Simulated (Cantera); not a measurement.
Charge: 1 mol B2H6, 0.9 mol O2, at 0.000400 bar.

These are equilibrium values from Cantera (NASA tables, ideal gas, pure condensed phases), not measurements of a reactor. Candidate condensed phases: B, B2O3, B3O3H3, H2O; 23 gas species. The feed counts by its element totals alone. Mutual solubility and eutectic melting of coexisting phases are not modelled. Rates play no part.

What share of the B ends up in condensed phases as a function of T (°C), at 727, 827, 927, 1027, 1127, 1227, 1327, 1427, 1527?


| T (°C) | B condensed (%) | as |
|---|---|---|
| 727 | 99.9 | B(s) + B2O3(l) |
| 827 | 99.9 | B(s) + B2O3(l) |
| 927 | 99.4 | B(s) + B2O3(l) |
| 1027 | 96.7 | B(s) + B2O3(l) |
| 1127 | 79.3 | B(s) + B2O3(l) |
| 1227 | 15.0 | B(s) |
| 1327 | 12.5 | B(s) |
| 1427 | 11.2 | B(s) |
| 1527 | 10.5 | B(s) |
